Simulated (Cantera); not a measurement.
Input (Python, Cantera):

```python
import numpy as np
import cantera as ct

gas = ct.Solution("gri30.yaml")


def delay(T, t_max=10):
    gas.TPX = T, 100000, {'C3H8': 1, 'O2': 7.25, 'N2': 27.2}
    reactor = ct.IdealGasConstPressureReactor(gas, clone=False)
    net = ct.ReactorNet([reactor])
    net.rtol, net.atol = 1e-8, 1e-16
    while net.time < t_max:
        t_old, T_old = net.time, reactor.T
        net.step()
        if reactor.T > T + 400:  # ignition: a rise of 400 K
            return t_old + (T + 400 - T_old) / (reactor.T - T_old) * (net.time - t_old)
    return np.nan


taus = []
for T in [1150, 1250, 1350, 1450, 1550, 1650]:
    taus.append(delay(T))
    print(f"T0 = {T:6g} K   tau = {taus[-1]:.4e} s")
```

It prints:

```
T0 =   1150 K   tau = 1.7290e-02 s
T0 =   1250 K   tau = 2.2589e-03 s
T0 =   1350 K   tau = 4.3412e-04 s
T0 =   1450 K   tau = 1.2371e-04 s
T0 =   1550 K   tau = 4.9229e-05 s
T0 =   1650 K   tau = 2.5130e-05 s
```

Computed with Cantera and GRI-Mech 3.0 (53 species, 325 reactions). GRI-Mech 3.0 was tuned for natural gas; its chemistry of propane as a main component is partial and can be far from experiment.
